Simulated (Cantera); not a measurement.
A closed system holds: 1 mol Ti, 9 mol CO₂, 0.36 mol CO, at 11.0 Pa.

Cantera equilibrium calculation (NASA polynomials, part measured and part estimated; ideal gas, pure solids and liquids). Candidate condensed phases: C, Ti, TiC, TiO, TiO₂, Ti₂O₃, Ti₃O₅, Ti₄O₇; 15 gas species. Kinetics and transport are ignored.

log p: log10 of the partial pressure in bar; n: condensed amount in mol.

```
T (K)  log p CO₂  log p CO  log p O₂  log p O  log p TiO₂  log p TiO  n TiO₂(rutile)
-----  ---------  --------  --------  -------  ----------  ---------  --------------
998        -4.08     -4.56      <-15     <-15        <-15       <-15            1.00
1073       -4.08     -4.56      <-15     <-15        <-15       <-15            1.00
1148       -4.08     -4.56    -15.68   -15.94        <-15       <-15            1.00
1223       -4.08     -4.56    -14.11   -14.45        <-15       <-15            1.00
1298       -4.08     -4.56    -12.72   -13.13         ___       <-15            1.00
1373       -4.08     -4.56    -11.48   -11.95         ___       <-15            1.00
1448       -4.08     -4.56    -10.38   -10.90         ___       <-15            1.00
1523       -4.08     -4.56     -9.38    -9.95         ___     -15.33            1.00
1598       -4.08     -4.56     -8.48    -9.09         ___     -14.22           1.000
1673       -4.09     -4.56     -7.66    -8.31         ___     -13.20           1.000
1748       -4.09     -4.55     -6.92    -7.60         ___     -12.26           1.000
1823       -4.09     -4.54     -6.27    -6.96         ___     -11.39           0.999
1898       -4.12     -4.51     -5.75    -6.41         ___     -10.56           0.997
1973       -4.16     -4.45     -5.39    -5.96         ___      -9.73           0.988
```

Question: What belongs in the gaps?

Answer: 
- 1298, log p TiO₂: -15.36
- 1373, log p TiO₂: -13.99
- 1448, log p TiO₂: -12.77
- 1523, log p TiO₂: -11.67
- 1598, log p TiO₂: -10.68
- 1673, log p TiO₂: -9.78
- 1748, log p TiO₂: -8.96
- 1823, log p TiO₂: -8.21
- 1898, log p TiO₂: -7.52
- 1973, log p TiO₂: -6.88
